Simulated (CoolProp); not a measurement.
A single-stage vapour-compression cycle with the fluid: evaporating at 283.15 K (dew point), condensing at 322.15 K (bubble point), superheat 0 K, subcooling 8 K, compressor efficiency 0.85, no pressure losses. The same conditions are run with several fluids, on thermodynamics alone (safety and materials aside).

Computed with CoolProp (reference Helmholtz-energy equation of state of each fluid (ammonia: Gao 2020; R236EA: Rui 2013; isobutene: Lemmon 2005; n-hexane: Thol 2019; R407C: Lemmon 2003; R134a: Tillner-Roth 1994)). Blends and air are pseudo-pure fits.

```tsv
fluid	cooling COP	pressure ratio	discharge temperature (K)	refrigerating effect (kJ/kg)	volumetric capacity (kJ/m³)
ammonia	5.43	3.22	380.0	1080	5240
R236EA	5.41	3.75	322.2	124	997
isobutene	5.53	3.16	324.9	301	1440
n-hexane	5.64	5.17	322.1	306	114
R407C	4.45	3.36	342.6	152	4180
R134a	5.31	3.10	329.5	146	2960
```

The compression ends wet for: R236EA; n-hexane.
